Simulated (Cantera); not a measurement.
Cantera with NASA thermochemical tables; ideal gases at 1 bar, condensed phases pure. Values are per mole of reaction as written; species without (g) are pure solids or liquids, kept so even where they would boil at 1 bar.

NF3(g) + BCl3(g) = 3 F(g) + BN + 3 Cl(g)

```csv
T (K),ΔH° (kJ),ΔS° (J/K),ΔG° (kJ),log10 K
473,…,…,…,…
498,892.0,451.7,667.0,-69.96
523,892.6,452.9,655.7,-65.49
548,893.2,454.0,644.4,-61.42
573,893.8,455.1,633.0,-57.70
598,894.3,456.0,621.6,-54.30
623,894.8,456.9,610.2,-51.16
648,895.4,457.7,598.8,-48.27
673,…,…,…,…
698,896.3,459.1,575.9,-43.09
723,896.8,459.8,564.4,-40.77
```

### Question
What belongs in the gaps?

### Answer

- 473, ΔH° (kJ): 891.3
- 473, ΔS° (J/K): 450.4
- 473, ΔG° (kJ): 678.3
- 473, log10 K: -74.90
- 673, ΔH° (kJ): 895.9
- 673, ΔS° (J/K): 458.4
- 673, ΔG° (kJ): 587.3
- 673, log10 K: -45.58
